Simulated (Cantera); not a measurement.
Cantera run:

```python
import numpy as np
import cantera as ct

gas_names = """
    H HNO HNO2 HNO3 HO2 H2 H2O H2O2 N NH NH2 NH3 NH2OH NO NO2 NO3 N2 N2H2 N2H4 N2O O OH O2 O3 Zr ZrN ZrO
    ZrO2
""".split()
cond_names = """
    H2O(s) H2O(L) Zr(a) Zr(b) Zr(L) ZrN(s) ZrN(L) ZrO2(a) ZrO2(b) ZrO2(L)
""".split()


# ... load() reads the species with a 1 bar reference pressure and builds the phases ...
atoms = {
    'Zr': {'Zr': 1},
    'N2O': {'N': 2, 'O': 1},
    'H2': {'H': 2},
}
top_T = {}  # K; cautious upper limits of use, not melting points


# ... equilibrate(T, P, feed) seeds the gas with the atoms and calls Mixture.equilibrate('TP', solver="vcs", rtol=1e-11, max_steps=5000) ...
results = []
T = 2300  # K
P = 133.322  # Pa
for m in [2, 2.4, 2.8, 3.3, 4, 4.7, 5.6, 6.6, 7.8, 9.3]:
    feed = {'Zr': 1, 'N2O': m, 'H2': 7.7}  # mol
    mix = equilibrate(T, P, feed)
    results.append((T, P, feed, dict(zip(mix.species_names, mix.species_moles))))

top = {s: max(r[3][s] / sum(r[3][g] for g in gas_names) for r in results) for s in gas_names}
cols = sorted((s for s in top if top[s] > 1e-06), key=lambda s: -top[s])[:9]
seen = [c for c in cond_names if any(r[3].get(c, 0) > 1e-12 for r in results)]
print("log10 of partial pressures in bar; condensed amounts in mol")
print(f"{'n(N2O)':>10s}" + "".join(f"{s[:9]:>10s}" for s in cols + seen))
for T, P, feed, n in results:
    ng = sum(n[g] for g in gas_names)
    print(f"{feed['N2O']:10.4g}" + "".join(f"{np.log10(max(n[s] / ng * P / 1e5, 1e-99)):10.3f}" for s in cols)
          + "".join(f"{n.get(c, 0):10.4g}" for c in seen))
```

Output:

```
log10 of partial pressures in bar; condensed amounts in mol
    n(N2O)        H2        N2       H2O         H        OH        O2         O        NO       ZrO   ZrO2(b)
         2    -3.091    -3.608    -6.656    -3.560    -7.917   -12.495    -8.552    -9.466    -6.628     0.998
       2.4    -3.132    -3.545    -4.354    -3.580    -5.595    -7.810    -6.209    -7.091    -8.971    0.9999
       2.8    -3.174    -3.494    -4.071    -3.601    -5.291    -7.160    -5.884    -6.740    -9.296    0.9999
       3.3    -3.227    -3.441    -3.882    -3.628    -5.075    -6.675    -5.641    -6.471    -9.539    0.9999
         4    -3.304    -3.382    -3.725    -3.666    -4.879    -6.206    -5.407    -6.208    -9.773    0.9999
       4.7    -3.385    -3.336    -3.625    -3.707    -4.739    -5.845    -5.227    -6.004    -9.953    0.9999
       5.6    -3.495    -3.290    -3.541    -3.762    -4.601    -5.459    -5.034    -5.788   -10.146    0.9998
       6.6    -3.622    -3.251    -3.486    -3.825    -4.482    -5.094    -4.851    -5.586   -10.329    0.9998
       7.8    -3.774    -3.218    -3.458    -3.901    -4.378    -4.735    -4.672    -5.390   -10.508    0.9998
       9.3    -3.939    -3.191    -3.463    -3.984    -4.300    -4.414    -4.511    -5.216   -10.669    0.9998
```

Equilibrium computed with Cantera from the NASA thermochemical tables; the gas is ideal and each condensed phase is pure.
